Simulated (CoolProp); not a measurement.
Values from CoolProp's reference Helmholtz-energy equation of state, Thol 2019.

Question: For dodecamethylpentasiloxane (MD3M), give the phase and the density (kg/m³), Joule-Thomson coefficient (K/MPa), expansivity (1/kK), fugacity coefficient at 511.5 K and 0.0769 MPa; 446.5 K and 1 MPa; 420 K and 0.358 MPa.

Answer: 
- 511.5 K and 0.0769 MPa: gas; density 7.51, Joule-Thomson coefficient 25.1, expansivity 2.66, fugacity coefficient 0.931
- 446.5 K and 1 MPa: liquid; density 725, Joule-Thomson coefficient -0.234, expansivity 1.47, fugacity coefficient 0.0246
- 420 K and 0.358 MPa: liquid; density 750, Joule-Thomson coefficient -0.281, expansivity 1.39, fugacity coefficient 0.0259
